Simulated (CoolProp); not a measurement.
Computed with CoolProp (reference Helmholtz-energy equation of state, Thol 2015).

### Question
Give the vapour pressure (bar), liquid density (kg/m³), liquid cp (kJ/(kg K)), surface tension (mN/m) of saturated octamethylcyclotetrasiloxane (D4) at 374.2 K.

### Answer
| T (K) | p (bar) | liquid density (kg/m³) | liquid cp (kJ/(kg K)) | surface tension (mN/m) |
|---|---|---|---|---|
| 374.2 | 0.0913 | 862 | 1.82 | 12.5 |

Surface tension comes from a separate correlation (Mulero 2014), older than this fluid's equation and unchecked against measurements.
